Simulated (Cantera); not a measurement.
**Thermodynamics of metals in furnace atmospheres, feed Pb + NH3 + H2**

A closed system holds: 1 mol Pb, 0.19 mol NH3, 5.2 mol H2, at 0.100 bar.

Equilibrium computed with Cantera from the NASA thermochemical tables; the gas is ideal and each condensed phase is pure. Candidate condensed phases: Pb; 11 gas species. Kinetics and transport are ignored.

From 948 K to 1398 K the condensed part is Pb(l). From 1473 K to 1848 K nothing is condensed. The main Pb-bearing gas is Pb throughout.

| T (K) | x H2 | x Pb | x N2 | x H | x Pb2 | x NH3 | x NH2 | n Pb(l) |
|---|---|---|---|---|---|---|---|---|
| 948 | 0.983 | 4.79e-5 | 0.0170 | 1.64e-9 | 6.63e-11 | 1.06e-5 | <1e-12 | 1.000 |
| 1023 | 0.983 | 0.000267 | 0.0170 | 1.30e-8 | 1.17e-9 | 6.37e-6 | <1e-12 | 0.999 |
| 1098 | 0.982 | 0.00117 | 0.0170 | 7.75e-8 | 1.39e-8 | 4.08e-6 | <1e-12 | 0.993 |
| 1173 | 0.979 | 0.00422 | 0.0170 | 3.69e-7 | 1.19e-7 | 2.74e-6 | 1.93e-12 | 0.976 |
| 1248 | 0.970 | 0.0130 | 0.0168 | 1.45e-6 | 7.75e-7 | 1.91e-6 | 5.91e-12 | 0.926 |
| 1323 | 0.948 | 0.0352 | 0.0164 | 4.88e-6 | 4.07e-6 | 1.34e-6 | 1.56e-11 | 0.797 |
| 1398 | 0.899 | 0.0852 | 0.0156 | 1.42e-5 | 1.77e-5 | 9.16e-7 | 3.53e-11 | 0.480 |
| 1473 | 0.834 | 0.152 | 0.0144 | 3.65e-5 | 4.31e-5 | 6.15e-7 | 7.05e-11 | 0 |
| 1548 | 0.834 | 0.152 | 0.0144 | 8.89e-5 | 3.38e-5 | 4.92e-7 | 1.46e-10 | 0 |
| 1623 | 0.833 | 0.152 | 0.0144 | 0.000200 | 2.71e-5 | 4.02e-7 | 2.82e-10 | 0 |
| 1698 | 0.833 | 0.152 | 0.0144 | 0.000417 | 2.21e-5 | 3.34e-7 | 5.14e-10 | 0 |
| 1773 | 0.833 | 0.152 | 0.0144 | 0.000821 | 1.83e-5 | 2.82e-7 | 8.91e-10 | 0 |
| 1848 | 0.832 | 0.152 | 0.0144 | 0.00153 | 1.54e-5 | 2.41e-7 | 1.48e-9 | 0 |
x: gas mole fraction; n: condensed amount in mol.
